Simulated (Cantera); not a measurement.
Charge: 1 mol Pb, 0.012 mol H2S, 120 mol N2, held at 1000 °C and 10000 Pa.

Method: chemical equilibrium by Gibbs-energy minimisation in Cantera with the NASA 1993 tables (ideal gas, pure condensed phases). Candidate condensed phases: Pb, PbS, S; 18 gas species. Kinetics and transport are ignored.

Base state: N2 0.992, Pb 0.00816, PbS 9.92e-5, H2 9.91e-5 (mole fractions); condensed: gas only.

Task: What changes in the equilibrium state with this change: temperature from 1000 °C to 850 °C?

Result: 
```
species      before    after
----------  -------  -------
N2            0.992    0.998
Pb          0.00816  0.00183
H2          9.91e-5  9.98e-5
PbS         9.92e-5  9.98e-5
Pb(l), mol        0    0.768
```

Task: What changes in the equilibrium state with this change: H2S from 0.012 to 0.44 mol?

Result: 
```
species   before    after
-------  -------  -------
N2         0.992    0.988
Pb       0.00816  0.00464
H2       9.91e-5  0.00360
H2S      1.05e-8  2.43e-5
PbS      9.92e-5  0.00359
```

Task: What changes in the equilibrium state with this change: 0.24 mol NH3 added?

Result: 
```csv
species,before,after
N2,0.992,0.989
Pb,0.00816,0.00813
H2,9.91e-5,0.00306
PbS,9.92e-5,9.84e-5
```
